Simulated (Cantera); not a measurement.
A closed system holds: 1 mol AlI3, 8.5 mol O2, 210 mol H2, at 1475 °C.

Method: chemical equilibrium by Gibbs-energy minimisation in Cantera with the NASA 1993 tables (ideal gas, pure condensed phases). Candidate condensed phases: Al, AlI3, Al2O3, H2O, I2; 25 gas species. The numbers say what is thermodynamically allowed, not how fast it happens.

**Question.** At 2.20 mbar, list the 6 most abundant gas species with their mole fractions, and the condensed phases.

**Answer.** H2 0.909, H2O 0.0726, I 0.0133, H 0.00464, HI 0.000750, OH 2.16e-5. Condensed: Al2O3(s).
